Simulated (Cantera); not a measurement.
A perfectly stirred reactor is fed with H2 : O2 = 0.19 : 1 (molar parts), equivalence ratio 0.095, at 1330 Pa; it is held at 1075 K, and followed from long to short residence time.

Computed with Cantera and the H2/O2 subset of GRI-Mech 3.0, which has no nitrogen chemistry. Radical loss at walls, strong at low pressure, is not modelled. The temperature is held fixed by assumption; the heat of reaction is taken as removed at once.

**Question.** What does this change do: temperature 1075 to 1250 K?

**Answer.** 
| quantity | before | after |
|---|---|---|
| x(H2) at τ = 2.30 s | 0.000439 | 0.000313 |
| x(O2) at τ = 2.30 s | 0.825 | 0.824 |
| x(OH) at τ = 2.30 s | 0.000811 | 0.00194 |
| x(H2O) at τ = 2.30 s | 0.172 | 0.172 |
| x(O) at τ = 2.30 s | 0.00112 | 0.00210 |
| x(H2) at τ = 17.0 ms | 0.00797 | 0.00557 |
| x(O2) at τ = 17.0 ms | 0.801 | 0.781 |
| x(OH) at τ = 17.0 ms | 0.00435 | 0.00828 |
| x(H2O) at τ = 17.0 ms | 0.151 | 0.147 |
| x(O) at τ = 17.0 ms | 0.0203 | 0.0379 |

**Question.** What does this change do: H2 0.19 to 1.3 parts?

**Answer.** 
| quantity | before | after |
|---|---|---|
| x(H2) at τ = 2.30 s | 0.000439 | 0.00263 |
| x(O2) at τ = 2.30 s | 0.825 | 0.212 |
| x(OH) at τ = 2.30 s | 0.000811 | 0.00141 |
| x(H2O) at τ = 2.30 s | 0.172 | 0.782 |
| x(O) at τ = 2.30 s | 0.00112 | 0.000806 |
| x(H2) at τ = 17.0 ms | 0.00797 | 0.0471 |
| x(O2) at τ = 17.0 ms | 0.801 | 0.225 |
| x(OH) at τ = 17.0 ms | 0.00435 | 0.00675 |
| x(H2O) at τ = 17.0 ms | 0.151 | 0.627 |
| x(O) at τ = 17.0 ms | 0.0203 | 0.0173 |
